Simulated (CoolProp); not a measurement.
Sulfur dioxide at several states: density (kg/m³) from the reference equation and from simpler models built on Tc = 157.5 °C, pc = 7.887 MPa, ω = 0.256; each cubic takes its own stable root.

Model: reference Helmholtz-energy equation of state, Gao 2016, in CoolProp.

```json
[
 {"T (°C)": "31.75", "p (MPa)": "22.3", "phase": "liquid", "reference": "___", "van der Waals": "___", "Redlich-Kwong": "1223"},
 {"T (°C)": "144.95", "p (MPa)": "0.424", "phase": "gas", "reference": "7.981", "van der Waals": "7.952", "Redlich-Kwong": "7.975"},
 {"T (°C)": "-24.95", "p (MPa)": "1.53", "phase": "liquid", "reference": "___", "van der Waals": "886.1", "Redlich-Kwong": "___"},
 {"T (°C)": "131.75", "p (MPa)": "0.104", "phase": "gas", "reference": "1.990", "van der Waals": "1.988", "Redlich-Kwong": "1.990"}
]
```

Problem. Some entries are withheld; supply them.

Solution. 
- 31.75, reference: 1392
- 31.75, van der Waals: 867.0
- -24.95, reference: 1502
- -24.95, Redlich-Kwong: 1307
